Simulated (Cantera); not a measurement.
Feed: 1 mol SiC, 0.21 mol C, 0.5 mol N₂, equilibrated at 3000 K.

Method: chemical equilibrium by Gibbs-energy minimisation in Cantera with the NASA 1993 tables (ideal gas, pure condensed phases). Candidate condensed phases: C, Si, SiC, Si₃N₄; 20 gas species. The tables' values for SiN are old estimates; treat these amounts as uncertain. Rates play no part.

Problem. At 0.00750 Torr, list the 7 most abundant gas species with their mole fractions, and the condensed phases.

Solution. Si 0.389, C 0.368, N₂ 0.179, CN 0.0316, C₂ 0.0167, C₃ 0.0120, N 0.00186. Condensed: gas only.
